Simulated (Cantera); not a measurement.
A freely propagating, adiabatic, planar premixed flame of H2 : O2 : N2 = 1 : 0.208 : 0.783 (molar parts), equivalence ratio 2.4, unburnt at 675 K and 10.0 bar; mixture-averaged transport, grid criteria slope 0.08 and curve 0.16, no radiation.

Cantera simulation using the H2/O2 subset of GRI-Mech 3.0, which has no nitrogen chemistry; the numbers are that mechanism's predictions, not measurements. The hydrogen kinetics of GRI-Mech 3.0 are dated; newer H2 mechanisms differ, most at raised pressure. Burning velocities carry a grid error of a few per cent, more on coarse grids.

**Question.** What does this change do: H2 1 to 1.3 parts?

**Answer.** 
```json
[
 {"quantity": "laminar burning velocity", "before": "988 cm/s", "after": "810 cm/s"},
 {"quantity": "thermal thickness", "before": "0.0265 mm", "after": "0.0296 mm"},
 {"quantity": "peak x(H)", "before": "0.0417", "after": "0.0307"},
 {"quantity": "peak x(HO2)", "before": "0.00111", "after": "0.000968"},
 {"quantity": "peak x(H2O2)", "before": "6.50e-5", "after": "6.52e-5"}
]
```

**Question.** What does this change do: N2 0.783 to 1 parts?

**Answer.** 
```tsv
quantity	before	after
laminar burning velocity	988 cm/s	769 cm/s
thermal thickness	0.0265 mm	0.0279 mm
peak x(H)	0.0417	0.0314
peak x(HO2)	0.00111	0.000980
peak x(H2O2)	6.50e-5	6.73e-5
```

**Question.** What does this change do: inlet temperature 675 to 323 K?

**Answer.** 
```
quantity                     before      after
------------------------  ---------  ---------
laminar burning velocity   988 cm/s   216 cm/s
thermal thickness         0.0265 mm  0.0251 mm
peak x(H)                    0.0417     0.0197
peak x(HO2)                 0.00111    0.00136
peak x(H2O2)                6.50e-5   0.000198
```
